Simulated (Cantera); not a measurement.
A perfectly stirred reactor is fed with 34.5 % CH₄, 37.9 % CO₂, 27.6 % H₂, at 25.0 bar; it is held at 1775 K, and followed from long to short residence time.

Model: GRI-Mech 3.0 (53 species, 325 reactions), integrated in Cantera. The pressure lies above the range GRI-Mech 3.0 was tuned for (to about 10 atm).

Task: Predict: x(CH₄) at τ = 3.80 s; x(CO₂) at τ = 3.80 s; x(H₂) at τ = 3.80 s; x(C₂H₆) at τ = 3.80 s; x(H) at τ = 3.80 s; x(CH₄) at τ = 35.0 ms; x(CO₂) at τ = 35.0 ms; x(H₂) at τ = 35.0 ms; x(C₂H₆) at τ = 35.0 ms; x(H) at τ = 35.0 ms.

Result: 
| Item | Value |
|---|---|
| x(CH₄) at τ = 3.80 s | 0.0294 |
| x(CO₂) at τ = 3.80 s | 0.0104 |
| x(H₂) at τ = 3.80 s | 0.499 |
| x(C₂H₆) at τ = 3.80 s | 1.45e-5 |
| x(H) at τ = 3.80 s | 4.12e-5 |
| x(CH₄) at τ = 35.0 ms | 0.0841 |
| x(CO₂) at τ = 35.0 ms | 0.0529 |
| x(H₂) at τ = 35.0 ms | 0.334 |
| x(C₂H₆) at τ = 35.0 ms | 0.000154 |
| x(H) at τ = 35.0 ms | 3.31e-5 |
